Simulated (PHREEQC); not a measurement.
A solution holds 48 mmol/kgw HF, 0.086 mmol/kgw KF and 120 mmol/kgw HCl, at 20 °C. Closed to the air; pH follows from the charge balance.

All values are PHREEQC results (ion-association model, phreeqc.dat), not measurements.

```
Quantity                     Result
--------------------  -------------
pH                             1.01
ionic strength        0.121 mol/kgw
specific conductance    37500 µS/cm
density                 1.001 g/cm³
total alkalinity        -168 meq/kg
```

```csv
species,molality,activity,log γ
H+,0.120,0.0987,-0.087
Cl-,0.120,0.0906,-0.122
HF,0.0474,0.0488,0.012
F-,0.000481,0.000360,-0.126
K+,8.60e-5,6.47e-5,-0.124
HF2-,8.37e-5,6.47e-5,-0.112
```

This is a speciation only: nothing precipitates in the calculation.
